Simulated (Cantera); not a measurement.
Input: 1 mol SiCl4, 0.11 mol HCl, 420 mol H2, at 0.133 bar.

These are equilibrium values from Cantera (NASA tables, ideal gas, pure condensed phases), not measurements of a reactor. Candidate condensed phases: Si; 19 gas species. Gases not in the tables: Si2H6 and higher silanes. Rates play no part.

Problem. Which condensed phases are stable at each of these points (T (K)): 1498, 1648, 1798, 1948, 2098, 2248, 2398, 2548?

Solution. 
```csv
T (K),condensed phases,Si condensed (%)
1498,Si(s),88.2
1648,Si(s),86.7
1798,Si(l),85.9
1948,Si(l),76.8
2098,Si(l),30.8
2248,gas only,0.0
2398,gas only,0.0
2548,gas only,0.0
```

From 1498 K to 1648 K the condensed part is Si(s). From 1798 K to 2098 K the condensed part is Si(l). From 2248 K to 2548 K nothing is condensed.
